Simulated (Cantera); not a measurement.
An isothermal plug-flow reactor at 625 K and 3.30 bar (inlet), inlet velocity 0.11 m/s, active area per volume 2200 1/m; feed CO : O₂ : N₂ : H₂O = 0.0079 : 0.032 : 0.79 : 0.034 (molar parts).

Detailed kinetics in Cantera: Deutschmann's 1995 Pt surface mechanism with GRI-Mech 3.0 gas chemistry. Catalytic surfaces can have several steady states; this one follows from the mechanism file's or the stated starting coverage. Mass transfer to the wall is taken as infinitely fast.

Q: Predict: x(CO) at z = 0.049 m; x(O₂) at z = 0.049 m; x(H₂O) at z = 0.049 m; x(CO₂) at z = 0.049 m; θ(free Pt) at the exit; θ(O*) at the exit; θ(OH*) at the exit.

A: 
| Property | Result |
|---|---|
| x(CO) at z = 0.049 m | 0.000594 |
| x(O₂) at z = 0.049 m | 0.0329 |
| x(H₂O) at z = 0.049 m | 0.0395 |
| x(CO₂) at z = 0.049 m | 0.00859 |
| θ(free Pt) at the exit | 0.00171 |
| θ(O*) at the exit | 0.993 |
| θ(OH*) at the exit | 0.00515 |
